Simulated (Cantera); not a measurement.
**Ignition delay**

Mixture: 12.2 % CH4, 1.05 % H2, 17.8 % O2, 57.0 % N2, 11.8 % H2O, at 1.00 bar, adiabatic and at constant volume. Ignition delay is the time to a rise of 400 K.

Cantera simulation using GRI-Mech 3.0 (53 species, 325 reactions); the numbers are that mechanism's predictions, not measurements.

```json
[
 {"T0 (K)": "1000", "delay (ms)": "176"},
 {"T0 (K)": "1050", "delay (ms)": "107"},
 {"T0 (K)": "1100", "delay (ms)": "65.3"},
 {"T0 (K)": "1150", "delay (ms)": "39.0"},
 {"T0 (K)": "1200", "delay (ms)": "22.9"},
 {"T0 (K)": "1250", "delay (ms)": "13.3"},
 {"T0 (K)": "1300", "delay (ms)": "7.73"},
 {"T0 (K)": "1350", "delay (ms)": "4.51"}
]
```

| Item | Result |
|---|---|
| apparent activation energy between 1250 and 1350 K | 150 kJ/mol |
